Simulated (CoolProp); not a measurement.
Model: reference Helmholtz-energy equation of state, Lemmon 2009, in CoolProp.

Question: For propane, give the phase and the cv (kJ/(kg K)), speed of sound (m/s), Joule-Thomson coefficient (K/MPa), viscosity (µPa s) at 550.4 K and 259 kPa.

Answer: 
- 550.4 K and 259 kPa: gas; cv 2.55, speed of sound 332, Joule-Thomson coefficient 3.06, viscosity 14.5

Viscosity comes from a separate model (Vogel 1998).
